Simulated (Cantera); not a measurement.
Standard-state values (1 bar) from the NASA 1993 polynomials, evaluated with Cantera. Values are per mole of reaction as written; species without (g) are pure solids or liquids, kept so even where they would boil at 1 bar.

C2H5OH(g) + Ta2O5 = 3 H2(g) + 2 TaO2(g) + 2 CO(g)

| T (K) | ΔH° (kJ) | ΔS° (J/K) | ΔG° (kJ) | log10 K | condensed phases |
|---|---|---|---|---|---|
| 1625 | 1600.1 | 876.7 | 175.4 | -5.64 | Ta2O5(s) |
| 1725 | ? | ? | ? | ? | Ta2O5(s) |
| 1825 | 1583.7 | 867.2 | 1.1 | -0.03 | Ta2O5(s) |
| 1925 | 1575.3 | 862.7 | -85.4 | 2.32 | Ta2O5(s) |
| 2025 | 1566.7 | 858.4 | -171.5 | 4.42 | Ta2O5(s) |
| 2125 | 1435.0 | 794.4 | -253.2 | 6.22 | Ta2O5(l) |
| 2225 | ? | ? | ? | ? | Ta2O5(l) |
| 2325 | 1408.8 | 782.6 | -410.9 | 9.23 | Ta2O5(l) |

### Question
What belongs in the gaps?

### Answer

- 1725, ΔH° (kJ): 1592.0
- 1725, ΔS° (J/K): 871.9
- 1725, ΔG° (kJ): 88.0
- 1725, log10 K: -2.66
- 2225, ΔH° (kJ): 1421.9
- 2225, ΔS° (J/K): 788.4
- 2225, ΔG° (kJ): -332.3
- 2225, log10 K: 7.80
